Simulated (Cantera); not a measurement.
Charge: 1 mol FeCl2, 2.3 mol HCl, 6.3 mol N2, equilibrated at 1123.15 K and 0.133 bar.

Equilibrium computed with Cantera from the NASA thermochemical tables; the gas is ideal and each condensed phase is pure. Candidate condensed phases: Fe, FeCl2, FeCl3, NH4Cl; 18 gas species. Rates play no part.

Base state: N2 0.658, HCl 0.240, FeCl2 0.0993, Fe2Cl4 0.00229, FeCl3 0.000613, H2 0.000307 (mole fractions); condensed: gas only.

Q: What changes in the equilibrium state with this change: temperature from 1123.15 K to 1800 K?

A: 
| species | before | after |
|---|---|---|
| N2 | 0.658 | 0.655 |
| HCl | 0.240 | 0.235 |
| FeCl2 | 0.0993 | 0.104 |
| Cl | 1.42e-6 | 0.00392 |
| H | 2.05e-9 | 4.41e-5 |
| Cl2 | 6.68e-8 | 2.05e-5 |
